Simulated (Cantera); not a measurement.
# Nitride etching: AlN + HCl + H₂

Input: 1 mol AlN, 2.8 mol HCl, a varied amount of H₂, at 1225 K and 24.0 Pa.

Equilibrium computed with Cantera from the NASA thermochemical tables; the gas is ideal and each condensed phase is pure. Candidate condensed phases: Al, AlCl₃, AlN, NH₄Cl; 20 gas species. The tables' values for AlCl₂ are old estimates; treat these amounts as uncertain. Rates play no part.

```json
[
 {"n(H₂) (mol)": "0.7", "log p H₂": "-3.89", "log p AlCl₃": "-4.28", "log p HCl": "-4.52", "log p N₂": "-4.57", "log p AlCl₂": "-5.96", "log p AlCl": "-6.20", "n AlN(s)": "0.203"},
 {"n(H₂) (mol)": "1.2", "log p H₂": "-3.85", "log p AlCl₃": "-4.35", "log p HCl": "-4.53", "log p N₂": "-4.63", "log p AlCl₂": "-6.00", "log p AlCl": "-6.20", "n AlN(s)": "0.218"},
 {"n(H₂) (mol)": "1.9", "log p H₂": "-3.81", "log p AlCl₃": "-4.43", "log p HCl": "-4.55", "log p N₂": "-4.71", "log p AlCl₂": "-6.04", "log p AlCl": "-6.21", "n AlN(s)": "0.235"},
 {"n(H₂) (mol)": "3.2", "log p H₂": "-3.77", "log p AlCl₃": "-4.55", "log p HCl": "-4.59", "log p N₂": "-4.83", "log p AlCl₂": "-6.10", "log p AlCl": "-6.21", "n AlN(s)": "0.263"},
 {"n(H₂) (mol)": "5.3", "log p H₂": "-3.73", "log p AlCl₃": "-4.71", "log p HCl": "-4.65", "log p N₂": "-4.98", "log p AlCl₂": "-6.18", "log p AlCl": "-6.21", "n AlN(s)": "0.297"},
 {"n(H₂) (mol)": "8.8", "log p H₂": "-3.70", "log p AlCl₃": "-4.90", "log p HCl": "-4.73", "log p N₂": "-5.17", "log p AlCl₂": "-6.28", "log p AlCl": "-6.21", "n AlN(s)": "0.339"},
 {"n(H₂) (mol)": "15", "log p H₂": "-3.67", "log p AlCl₃": "-5.14", "log p HCl": "-4.83", "log p N₂": "-5.39", "log p AlCl₂": "-6.40", "log p AlCl": "-6.22", "n AlN(s)": "0.390"},
 {"n(H₂) (mol)": "24", "log p H₂": "-3.66", "log p AlCl₃": "-5.38", "log p HCl": "-4.94", "log p N₂": "-5.60", "log p AlCl₂": "-6.53", "log p AlCl": "-6.23", "n AlN(s)": "0.438"},
 {"n(H₂) (mol)": "40", "log p H₂": "-3.64", "log p AlCl₃": "-5.68", "log p HCl": "-5.08", "log p N₂": "-5.84", "log p AlCl₂": "-6.69", "log p AlCl": "-6.25", "n AlN(s)": "0.488"}
]
```
log p: log10 of the partial pressure in bar; n: condensed amount in mol.

From 0.7 mol H₂ to 40 mol H₂ the condensed part is AlN(s). The main Al-bearing gas is AlCl₃ throughout. The share of Al in condensed phases is highest at 40 mol H₂ (48.8 %) and lowest at 0.7 mol H₂ (20.3 %).
